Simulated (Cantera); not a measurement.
# Adiabatic ignition

An adiabatic, constant-pressure homogeneous reactor starts with CO : H₂ : O₂ : N₂ = 1 : 0.051 : 0.478 : 1.8 (molar parts), equivalence ratio 1.1, at 1475 K and 0.470 bar.

Computed with Cantera and GRI-Mech 3.0 (53 species, 325 reactions).

| t (s) | T (K) | x CO | x H₂ | x O₂ | x O | x NO | x H₂O₂ |
|---|---|---|---|---|---|---|---|
| 8.00e-6 | 1475 | 0.300 | 0.0153 | 0.144 | 3.15e-7 | <1e-12 | 3.76e-11 |
| 2.95e-5 | 1475 | 0.300 | 0.0153 | 0.144 | 1.02e-5 | <1e-12 | 5.63e-10 |
| 0.000109 | 1559 | 0.260 | 0.000955 | 0.103 | 0.0303 | 1.33e-6 | 1.51e-7 |
| 0.000400 | 1987 | 0.188 | 0.00127 | 0.0596 | 0.0467 | 7.31e-5 | 3.35e-8 |
| 0.00147 | 2445 | 0.164 | 0.00138 | 0.0553 | 0.0231 | 0.000841 | 1.22e-8 |
| 0.00543 | 2711 | 0.141 | 0.00116 | 0.0443 | 0.0123 | 0.00792 | 1.58e-8 |
| 0.0200 | 2713 | 0.140 | 0.00116 | 0.0420 | 0.0115 | 0.0125 | 1.60e-8 |
| 0.0737 | 2713 | 0.140 | 0.00116 | 0.0420 | 0.0115 | 0.0125 | 1.60e-8 |
| 0.271 | 2713 | 0.140 | 0.00116 | 0.0420 | 0.0115 | 0.0125 | 1.60e-8 |
| 1.00 | 2713 | 0.140 | 0.00116 | 0.0420 | 0.0115 | 0.0125 | 1.60e-8 |
x: mole fraction; the columns are a selection and need not sum to one.

- time of steepest temperature rise: 0.130 ms
- temperature at 1.00 s: 2713 K
- equilibrium temperature: 2713 K
- x(CO) at 1.00 s: 0.140 (gas-phase equilibrium 0.140)
- x(H₂) at 1.00 s: 0.00116 (gas-phase equilibrium 0.00116)
- x(O₂) at 1.00 s: 0.0420 (gas-phase equilibrium 0.0420)
